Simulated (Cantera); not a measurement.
# Thermodynamics of aluminium nitride and oxide growth, feed AlCl₃ + O₂ + N₂

Charge: 1 mol AlCl₃, 3.4 mol O₂, 5.6 mol N₂, at 82.0 Pa.

These are equilibrium values from Cantera (NASA tables, ideal gas, pure condensed phases), not measurements of a reactor. Candidate condensed phases: Al, AlCl₃, AlN, Al₂O₃; 24 gas species. Condensed phases not in the tables: AlOCl. Equilibrium is a limit: real reactors are often held back by kinetics, nucleation or transport.

```csv
T (K),x N₂,x O₂,x Cl,x Cl₂,x O,x NO,x AlOCl,x ClO,n Al₂O₃(s)
998,0.573,0.271,0.00511,0.151,2.69e-9,2.96e-5,<1e-12,4.77e-6,0.500
1098,0.569,0.269,0.0195,0.143,4.30e-8,8.03e-5,<1e-12,1.41e-5,0.500
1198,0.558,0.264,0.0563,0.121,4.31e-7,0.000182,9.41e-12,3.27e-5,0.500
1298,0.539,0.255,0.123,0.0831,3.01e-6,0.000356,3.24e-10,5.85e-5,0.500
1398,0.518,0.245,0.197,0.0404,1.58e-5,0.000627,5.49e-9,7.86e-5,0.500
1498,0.504,0.238,0.242,0.0144,6.73e-5,0.00103,5.15e-8,8.33e-5,0.500
1598,0.499,0.236,0.258,0.00465,0.000240,0.00162,3.22e-7,7.85e-5,0.500
1698,0.497,0.234,0.264,0.00158,0.000740,0.00242,1.55e-6,7.18e-5,0.500
1798,0.496,0.233,0.265,0.000589,0.00201,0.00345,6.12e-6,6.54e-5,0.500
1898,0.494,0.230,0.266,0.000241,0.00491,0.00473,2.08e-5,5.97e-5,0.500
1998,0.492,0.226,0.265,0.000107,0.0109,0.00624,6.19e-5,5.45e-5,0.500
2098,0.488,0.218,0.263,5.11e-5,0.0223,0.00794,0.000166,4.95e-5,0.499
```
x: gas mole fraction; n: condensed amount in mol.

From 998 K to 2098 K the condensed part is Al₂O₃(s). The main Al-bearing gas is AlCl₃ at 998 K and AlOCl at 2098 K.
